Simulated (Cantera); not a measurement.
Feed: 1 mol CaO, 15 mol F2, 2.7 mol H2, held at 74.0 Pa.

Equilibrium computed with Cantera from the NASA thermochemical tables; the gas is ideal and each condensed phase is pure. Candidate condensed phases: Ca, CaF2, CaO, Ca(OH)2, H2O; 29 gas species. Kinetics and transport are ignored. All values below are at 1202 °C.

Base state: F 0.792, HF 0.189, O2 0.0175, CaF2 0.00172, F2 7.83e-5, O 1.40e-5 (mole fractions); condensed: CaF2(s).

**Question.** What changes in the equilibrium state with this change: F2 from 15 to 3.1 mol?

**Answer.** 
```json
[
 {"species": "HF", "before": "0.189", "after": "0.838"},
 {"species": "H2O", "before": "<1e-9", "after": "0.120"},
 {"species": "O2", "before": "0.0175", "after": "0.0399"},
 {"species": "F", "before": "0.792", "after": "1.68e-6"},
 {"species": "CaF2", "before": "0.00172", "after": "0.00172"},
 {"species": "OH", "before": "<1e-9", "after": "0.000274"},
 {"species": "F2", "before": "7.83e-5", "after": "<1e-9"},
 {"species": "H2", "before": "<1e-9", "after": "2.97e-5"},
 {"species": "CaF2(s), mol", "before": "0.951", "after": "0.991"}
]
```
